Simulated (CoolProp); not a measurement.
n-perfluorobutane at several states: fugacity coefficient from the reference equation and from simpler models built on Tc = 386.3 K, pc = 2322 kPa, ω = 0.372; each cubic takes its own stable root.

Computed with CoolProp (reference Helmholtz-energy equation of state, Gao 2022).

| T (K) | p (kPa) | phase | reference | Redlich-Kwong | Soave-Redlich-Kwong | Peng-Robinson |
|---|---|---|---|---|---|---|
| 340.8 | 31 | gas | 0.9934 | 0.9935 | 0.9930 | 0.9925 |
| 435.6 | 493 | gas | 0.9561 | 0.9498 | 0.9545 | [?] |
| 356 | 5560 | liquid | 0.2248 | [?] | [?] | 0.2185 |
| 418.2 | 36.9 | gas | 0.9962 | 0.9957 | 0.9960 | 0.9954 |
| 157.8 | 564 | liquid | 2.173e-5 | 0.0003645 | 2.871e-5 | 3.531e-5 |

What belongs in the gaps?


- 435.6, Peng-Robinson: 0.9478
- 356, Redlich-Kwong: 0.2593
- 356, Soave-Redlich-Kwong: 0.2324
